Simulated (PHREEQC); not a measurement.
Make-up at 20 °C: 0.0037 mol/kgw MgCl2, 5e-06 mol/kgw CO2 and 0.0016 mol/kgw MgSO4. Closed to the air; pH follows from the charge balance.

Model: Pitzer model, pitzer.dat, run in PHREEQC.

```
quantity                         before    after
------------------------------  -------  -------
pH                                 5.92     5.90
ionic strength (mol/kgw)         0.0175   0.0175
CO2 (mol/kgw)                   3.55e-6  3.43e-6
HCO3- (mol/kgw)                 1.45e-6  1.57e-6
HSO4- (mol/kgw)                 9.29e-8  1.46e-7
MgOH+ (mol/kgw)                 2.91e-9  9.82e-9
SI of Epsomite (MgSO4:7H2O)       -3.71    -3.83
SI of Hexahydrite (MgSO4:6H2O)    -4.04    -4.02
```

Problem. Name the change that produced these shifts.
A. temperature from 20 to 35 °C
B. diluted 5-fold with water
C. 0.00039 mol/kgw HCl added
D. MgSO4 from 0.0016 to 0.00016 mol/kgw
E. CO2 from 5e-06 to 4.5e-06 mol/kgw

Solution. A, temperature from 20 to 35 °C

No solid was allowed to form.
